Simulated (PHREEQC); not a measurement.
# Copper plating or etch bath (model solution)

Solution (24 °C): 2.8 mmol/kgw CuCl2 and 0.52 mmol/kgw HCl. Closed to the air; pH follows from the charge balance.

All values are PHREEQC results (ion-association model, phreeqc.dat), not measurements.

No solid was allowed to form.

Problem. What pH does the model give?

Solution. pH 3.32.

Problem. In which forms is Cu present?

Solution. Cu+2 99 %, CuCl+ 1.1 % of the Cu.
